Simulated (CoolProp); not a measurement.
Properties of water at several states (Tc = 373.9 °C, pc = 220.6 bar, ω = 0.344).

Values from CoolProp's reference Helmholtz-energy equation of state, Wagner 2002.

```tsv
T (°C)	p (bar)	phase	Joule-Thomson coefficient (K/MPa)	isothermal compressibility (1/MPa)	expansivity (1/kK)	viscosity (µPa s)
645.35	0.603	gas	3.046	16.59	1.090	?
632.55	530	supercritical	?	0.02309	?	?
485.25	52.5	gas	5.185	?	?	28.1
73.95	2.93	liquid	?	0.0004549	?	383
```

Problem. What belongs in the gaps?

Solution. 
- 645.35, viscosity (µPa s): 34.4
- 632.55, Joule-Thomson coefficient (K/MPa): 2.165
- 632.55, expansivity (1/kK): 2.582
- 632.55, viscosity (µPa s): 40.4
- 485.25, isothermal compressibility (1/MPa): 0.1997
- 485.25, expansivity (1/kK): 1.571
- 73.95, Joule-Thomson coefficient (K/MPa): -0.1930
- 73.95, expansivity (1/kK): 0.6068

Viscosity comes from a separate model (Huber 2009).
